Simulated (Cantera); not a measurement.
Cantera run:

```python
import numpy as np
import cantera as ct

gas_names = """
    H HI HNO HNO2 HNO3 HO2 H2 H2O H2O2 I I2 Mg MgH MgI MgI2 MgN MgO MgOH MgO2H2 Mg2 N NH NH2 NH3 NH2OH
    NO NO2 NO3 N2 N2H2 N2H4 N2O O OH O2 O3
""".split()
cond_names = """
    H2O(s) H2O(L) I2(cr) I2(L) Mg(cr) Mg(L) MgI2(s) MgI2(L) MgO(s) MgO(L) MgO2H2(s)
""".split()


# ... load() reads the species with a 1 bar reference pressure and builds the phases ...
atoms = {
    'MgO': {'Mg': 1, 'O': 1},
    'HI': {'H': 1, 'I': 1},
    'N2': {'N': 2},
}
top_T = {}  # K; cautious upper limits of use, not melting points


# ... equilibrate(T, P, feed) seeds the gas with the atoms and calls Mixture.equilibrate('TP', solver="vcs", rtol=1e-11, max_steps=5000) ...
results = []
T = 1473.15  # K
P = 1000  # Pa
for m in [0.12, 0.37, 0.62, 0.87, 1.1, 1.4, 1.6, 1.9, 2.1]:
    feed = {'MgO': 1, 'HI': m, 'N2': 0.63}  # mol
    mix = equilibrate(T, P, feed)
    results.append((T, P, feed, dict(zip(mix.species_names, mix.species_moles))))
    x = sorted(zip(gas.X, gas.species_names), reverse=True)
    print(f"T = {T:g} K  P = {P:g} Pa  n(HI) = {m:g} mol  gas = {mix.phase_moles(0):.4g} mol")
    print("   x: " + "  ".join(f"{s} {v:.3e}" for v, s in x if v > 1e-06))
    print("   condensed (mol): " + ("  ".join(f"{mix.phase(i).name} {mix.phase_moles(i):.4g}"
          for i in range(1, mix.n_phases) if mix.phase_moles(i) > 1e-12) or "none"))
```

Result:

```
T = 1473.15 K  P = 1000 Pa  n(HI) = 0.12 mol  gas = 0.8038 mol
   x: N2 7.838e-01  I 1.337e-01  H2 6.697e-02  HI 1.299e-02  H2O 1.172e-03  MgI2 1.137e-03  I2 1.482e-04  H 3.280e-05  MgI 3.241e-05  Mg 2.827e-06
   condensed (mol): MgO(s) 0.9991
T = 1473.15 K  P = 1000 Pa  n(HI) = 0.37 mol  gas = 1.158 mol
   x: N2 5.439e-01  I 2.734e-01  H2 1.373e-01  HI 3.802e-02  H2O 3.403e-03  MgI2 3.354e-03  I2 6.198e-04  H 4.696e-05  MgI 4.678e-05  Mg 1.995e-06
   condensed (mol): MgO(s) 0.9961
T = 1473.15 K  P = 1000 Pa  n(HI) = 0.62 mol  gas = 1.511 mol
   x: N2 4.170e-01  I 3.449e-01  H2 1.734e-01  HI 5.392e-02  H2O 4.818e-03  MgI2 4.764e-03  I2 9.867e-04  H 5.278e-05  MgI 5.266e-05  Mg 1.780e-06
   condensed (mol): MgO(s) 0.9927
T = 1473.15 K  P = 1000 Pa  n(HI) = 0.87 mol  gas = 1.862 mol
   x: I 3.887e-01  N2 3.383e-01  H2 1.956e-01  HI 6.453e-02  H2O 5.763e-03  MgI2 5.705e-03  I2 1.253e-03  H 5.605e-05  MgI 5.596e-05  Mg 1.679e-06
   condensed (mol): MgO(s) 0.9893
T = 1473.15 K  P = 1000 Pa  n(HI) = 1.1 mol  gas = 2.185 mol
   x: I 4.163e-01  N2 2.883e-01  H2 2.095e-01  HI 7.154e-02  H2O 6.386e-03  MgI2 6.327e-03  I2 1.437e-03  H 5.802e-05  MgI 5.794e-05  Mg 1.623e-06
   condensed (mol): MgO(s) 0.986
T = 1473.15 K  P = 1000 Pa  n(HI) = 1.4 mol  gas = 2.606 mol
   x: I 4.419e-01  N2 2.418e-01  H2 2.225e-01  HI 7.824e-02  H2O 6.982e-03  MgI2 6.921e-03  I2 1.619e-03  H 5.979e-05  MgI 5.972e-05  Mg 1.576e-06
   condensed (mol): MgO(s) 0.9818
T = 1473.15 K  P = 1000 Pa  n(HI) = 1.6 mol  gas = 2.886 mol
   x: I 4.547e-01  H2 2.290e-01  N2 2.183e-01  HI 8.168e-02  H2O 7.289e-03  MgI2 7.226e-03  I2 1.714e-03  H 6.065e-05  MgI 6.060e-05  Mg 1.554e-06
   condensed (mol): MgO(s) 0.979
T = 1473.15 K  P = 1000 Pa  n(HI) = 1.9 mol  gas = 3.307 mol
   x: I 4.698e-01  H2 2.367e-01  N2 1.905e-01  HI 8.580e-02  H2O 7.655e-03  MgI2 7.592e-03  I2 1.830e-03  H 6.166e-05  MgI 6.161e-05  Mg 1.529e-06
   condensed (mol): MgO(s) 0.9747
T = 1473.15 K  P = 1000 Pa  n(HI) = 2.1 mol  gas = 3.587 mol
   x: I 4.779e-01  H2 2.408e-01  N2 1.756e-01  HI 8.803e-02  H2O 7.854e-03  MgI2 7.790e-03  I2 1.894e-03  H 6.219e-05  MgI 6.215e-05  Mg 1.516e-06
   condensed (mol): MgO(s) 0.9718
```

Equilibrium computed with Cantera from the NASA thermochemical tables; the gas is ideal and each condensed phase is pure.
